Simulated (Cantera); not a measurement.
A jet of CH₄ : O₂ : N₂ = 0.015 : 0.18 : 0.79 (molar parts) at 300 K and 41.3 Torr hits a platinum plate 5.4 cm away at a mass flux of 0.04 kg/m²/s; the plate temperature is set and raised in steps from an oxygen-covered start.

Computed with Cantera and Deutschmann's 1995 Pt surface mechanism with GRI-Mech 3.0 gas chemistry. Catalytic surfaces can have several steady states; this one follows from the mechanism file's or the stated starting coverage.

One state of this run: wall x CH₄ = 0.00439; wall x O₂ = 0.160; wall x H₂O = 0.0200; wall x OH = 1.21e-6; wall x CO = 5.38e-6; wall x CO₂ = 0.0131; θ free Pt = 0.469; θ O* = 0.530. x: mole fraction at the wall; θ: surface coverage.

Problem. Which value of plate T (K) does it belong to?
(A) 1150
(B) 1000
(C) 950
(D) 1100

Solution. D, 1100
